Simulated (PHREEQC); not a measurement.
A solution holds 0.057 mol/kgw KHCO3 and 0.41 mol/kgw K2HPO4, at 25 °C. Closed to the air; pH follows from the charge balance.

Model: ion-association model, phreeqc.dat, run in PHREEQC.

```
quantity                    before     after
------------------------  --------  --------
pH                            8.53      8.17
ionic strength (mol/kgw)      1.14    0.0577
K+ (mol/kgw)                 0.801    0.0570
HCO3- (mol/kgw)             0.0537    0.0556
CO3-2 (mol/kgw)            0.00315  0.000691
CO2 (mol/kgw)             0.000180  0.000693
```

Problem. What was changed between the two runs?
A) K2HPO4 from 0.41 to 0.451 mol/kgw
B) diluted 100-fold with water
C) diluted 5-fold with water
D) K2HPO4 left out

Solution. D, K2HPO4 left out

No solid was allowed to form. The ionic strength passes 0.7 mol/kgw, the rough limit of the ion-association models, in before.
